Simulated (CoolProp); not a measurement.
A Linde-Hampson liquefier for carbon monoxide: isothermal reversible compression at 280 K from 1 atm to 40 MPa, throttling to 1 atm, return gas leaving the recuperator 0 K below the feed. Each further row changes one setting.

Model: reference Helmholtz-energy equation of state, Lemmon 2006, in CoolProp. It is a short technical equation, of lower accuracy than the large ones.

```json
[
 {"case": "as stated", "liquid yield per pass": "0.128", "compression work (kJ/kg of gas)": "500"},
 {"case": "high pressure 80 MPa", "liquid yield per pass": "0.087", "compression work (kJ/kg of gas)": "585"},
 {"case": "warm-end temperature 310 K", "liquid yield per pass": "0.095", "compression work (kJ/kg of gas)": "559"},
 {"case": "warm-end gap 5 K", "liquid yield per pass": "0.117", "compression work (kJ/kg of gas)": "500"}
]
```
